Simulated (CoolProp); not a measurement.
The numbers come from the reference Helmholtz-energy equation of state, Smukala 2000 in CoolProp.

Q: Give the vapour pressure (bar), liquid density (kg/m³), vapour density (kg/m³) of saturated ethylene at 203.7 K.

A: 
```
T (K)  p (bar)  liquid density (kg/m³)  vapour density (kg/m³)
-----  -------  ----------------------  ----------------------
203.7     5.29                     515                    9.79
```
